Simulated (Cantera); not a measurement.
An adiabatic, constant-volume homogeneous reactor starts with CO : H2 : O2 : N2 : H2O = 1 : 0.21 : 0.807 : 3.03 : 0.71 (molar parts), at 1375 K and 17.0 bar. Integrator tolerance rtol = 1e-08.

Cantera simulation using GRI-Mech 3.0 (53 species, 325 reactions); the numbers are that mechanism's predictions, not measurements. The hydrogen kinetics of GRI-Mech 3.0 are dated; newer H2 mechanisms differ, most at raised pressure. The pressure lies above the range GRI-Mech 3.0 was tuned for (to about 10 atm).

Task: What does this change do: CO 1 to 0.5 parts?

Result: 
```
quantity                                                              before                                      after
---------------------------------  -----------------------------------------  -----------------------------------------
time of steepest temperature rise                                    15.5 µs                                    20.5 µs
temperature at 1.00 s                                                 2832 K                                     2459 K
equilibrium temperature                                               2832 K                                     2459 K
x(CO) at 1.00 s                        0.0251 (gas-phase equilibrium 0.0251)    0.00190 (gas-phase equilibrium 0.00190)
x(H2) at 1.00 s                      0.00355 (gas-phase equilibrium 0.00355)  0.000577 (gas-phase equilibrium 0.000577)
x(O2) at 1.00 s                        0.0413 (gas-phase equilibrium 0.0413)      0.0853 (gas-phase equilibrium 0.0853)
x(OH) at 1.00 s                        0.0130 (gas-phase equilibrium 0.0130)    0.00596 (gas-phase equilibrium 0.00596)
x(H2O) at 1.00 s                         0.165 (gas-phase equilibrium 0.165)        0.183 (gas-phase equilibrium 0.183)
x(H) at 1.00 s                     0.000971 (gas-phase equilibrium 0.000971)    9.50e-5 (gas-phase equilibrium 9.50e-5)
x(NO2) at 1.00 s                     2.39e-5 (gas-phase equilibrium 2.39e-5)    3.79e-5 (gas-phase equilibrium 3.79e-5)
```
